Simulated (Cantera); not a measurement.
Charge: 1 mol Fe₂O₃, 0.52 mol C, 2.5 mol H₂, equilibrated at 0.00120 bar.

Method: chemical equilibrium by Gibbs-energy minimisation in Cantera with the NASA 1993 tables (ideal gas, pure condensed phases). Candidate condensed phases: C, C₆H₆, C₇H₈, C₈H₁₈, Fe, Fe(CO)₅, FeO, Fe(OH)₂, Fe(OH)₃, Fe₂O₃, Fe₃O₄, H₂O; 114 gas species. Each liquid is taken as pure. Mutual solubility and eutectic melting of coexisting phases are not modelled. The tables' stoichiometric FeO is somewhat more stable than real wüstite, so its field is too wide. FeO: taken at fixed stoichiometry. The numbers say what is thermodynamically allowed, not how fast it happens.

### Question
Which condensed phases are stable at each of these points (T (K)): 1648, 1723, 1798, 1873, 1948, 2023, 2098, 2173, 2248, 2323, 2398, 2473?

### Answer
```json
[
 {"T (K)": "1648", "condensed phases": "Fe(γ) + FeO(s)", "Fe condensed (%)": "99.7"},
 {"T (K)": "1723", "condensed phases": "Fe(δ) + FeO(l)", "Fe condensed (%)": "98.8"},
 {"T (K)": "1798", "condensed phases": "Fe(δ) + FeO(l)", "Fe condensed (%)": "96.3"},
 {"T (K)": "1873", "condensed phases": "Fe(l) + FeO(l)", "Fe condensed (%)": "89.2"},
 {"T (K)": "1948", "condensed phases": "FeO(l)", "Fe condensed (%)": "75.7"},
 {"T (K)": "2023", "condensed phases": "FeO(l)", "Fe condensed (%)": "60.1"},
 {"T (K)": "2098", "condensed phases": "FeO(l)", "Fe condensed (%)": "40.5"},
 {"T (K)": "2173", "condensed phases": "FeO(l)", "Fe condensed (%)": "15.1"},
 {"T (K)": "2248", "condensed phases": "gas only", "Fe condensed (%)": "0.0"},
 {"T (K)": "2323", "condensed phases": "gas only", "Fe condensed (%)": "0.0"},
 {"T (K)": "2398", "condensed phases": "gas only", "Fe condensed (%)": "0.0"},
 {"T (K)": "2473", "condensed phases": "gas only", "Fe condensed (%)": "0.0"}
]
```

At 1648 K the condensed part is Fe(γ) + FeO(s). From 1723 K to 1798 K the condensed part is Fe(δ) + FeO(l). At 1873 K the condensed part is Fe(l) + FeO(l). From 1948 K to 2173 K the condensed part is FeO(l). From 2248 K to 2473 K nothing is condensed.
